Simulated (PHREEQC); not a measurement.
0.2 mol of Zn(OH)2(e) (Zn(OH)2) is brought to equilibrium with 1 kg of water holding 48 mmol/kgw KCl, with rising amounts of NaOH, at 25 °C. Oxygen alone is held at its pressure in air (log pO2 = -0.68). No CO2 enters from the air. The run lets Zn(OH)2(e), Halite, Sylvite precipitate or redissolve, and no other solid.

Model: ion-association model, phreeqc.dat, run in PHREEQC.

```csv
NaOH added (mol),pH,dissolved Zn (mol/kgw),Zn(OH)4-2 (mol/kgw)
0,8.73,8.03e-6,1.23e-12
0.00833,11.82,1.61e-5,1.98e-6
0.0167,12.12,3.24e-5,8.06e-6
0.025,12.29,5.27e-5,1.83e-5
0.0333,12.41,7.71e-5,3.28e-5
0.0417,12.50,0.000106,5.18e-5
0.05,12.58,0.000139,7.51e-5
0.0583,12.64,0.000177,0.000103
0.0667,12.69,0.000219,0.000135
0.075,12.74,0.000265,0.000171
0.0833,12.78,0.000316,0.000212
0.0917,12.82,0.000371,0.000258
0.1,12.86,0.000430,0.000307
```

Species that the database lacks are ignored.
